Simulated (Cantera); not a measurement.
Charge: 1 mol BN, 1.2 mol HCl, 41 mol N2, 28 mol H2O, at 750 °C and 375 Torr.

Equilibrium computed with Cantera from the NASA thermochemical tables; the gas is ideal and each condensed phase is pure. Candidate condensed phases: B, BN, B2O3, B3O3H3, H2O, NH4Cl; 49 gas species. Gases not in the tables: H3BO3. Equilibrium is a limit: real reactors are often held back by kinetics, nucleation or transport.

Base state: N2 0.588, H2O 0.370, H2 0.0213, HCl 0.0170, (HBO2)3 0.00395, HBO2 3.61e-5 (mole fractions); condensed: B2O3(l).

### Question
What changes in the equilibrium state with this change: BN replaced by Si3N4?

### Answer
```
species               before   after
-------------------  -------  ------
N2                     0.588   0.596
H2O                    0.370   0.305
H2                    0.0213  0.0831
HCl                   0.0170  0.0166
(HBO2)3              0.00395       0
HBO2                 3.61e-5       0
B2O3(l), mol          0.0806       0
SiO2(β-quartz), mol        0    3.00
```
Further candidate phases: Si, SiO2, Si2N2O, Si3N4.
